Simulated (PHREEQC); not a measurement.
Make-up at 25 °C: 0.011 mol/kgw H2SO4, 0.0032 mol/kgw FeCl3 and 0.00039 mol/kgw CuCl2. Closed to the air; pH follows from the charge balance.

Equilibrium calculation in PHREEQC: ion-association model, phreeqc.dat.

Q: The ionic strength comes out as 0.0281 mol/kgw. What activity coefficients do FeSO4+, HSO4-, FeHSO4+2, Cl-, FeCl2+ get?

A: FeSO4+ 0.86, HSO4- 0.85, FeHSO4+2 0.53, Cl- 0.85, FeCl2+ 0.86.

No solid was allowed to form. Examples of supersaturated solids here: Hematite (slow to form), Goethite (slow to form). Others may be too.
